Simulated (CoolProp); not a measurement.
Dimethyl carbonate along the isobar 3640 kPa: fugacity coefficient from the reference equation and from simpler models built on Tc = 283.9 °C, pc = 4909 kPa, ω = 0.346; each cubic takes its own stable root.

Values from CoolProp's reference Helmholtz-energy equation of state, Zhou 2011.

```json
[
 {"T (°C)": "204.75", "phase": "liquid", "reference": "0.3565"},
 {"T (°C)": "222.25", "phase": "liquid", "reference": "0.4529"},
 {"T (°C)": "239.65", "phase": "liquid", "reference": "0.5595"},
 {"T (°C)": "257.15", "phase": "liquid", "reference": "0.6745"},
 {"T (°C)": "274.55", "phase": "gas", "reference": "0.7360"},
 {"T (°C)": "291.95", "phase": "gas", "reference": "0.7641"},
 {"T (°C)": "309.45", "phase": "gas", "reference": "0.7880"},
 {"T (°C)": "326.85", "phase": "gas", "reference": "0.8086"}
]
```

### Question
How far does each simpler model (van der Waals, Redlich-Kwong, Soave-Redlich-Kwong, Peng-Robinson) lie from the reference over these 8 states: mean and median of the absolute difference, and the worst?

### Answer
- van der Waals: mean 19.3 %, median 7.9 %, worst +61.9 % at 204.75 °C and 3640 kPa
- Redlich-Kwong: mean 8.2 %, median 3.4 %, worst +26.5 % at 204.75 °C and 3640 kPa
- Soave-Redlich-Kwong: mean 1.7 %, median 1.3 %, worst +3.4 % at 204.75 °C and 3640 kPa
- Peng-Robinson: mean 1.2 %, median 1.5 %, worst -2.3 % at 274.55 °C and 3640 kPa

At some of these states van der Waals, Redlich-Kwong gives the other phase, because its saturation line lies elsewhere.
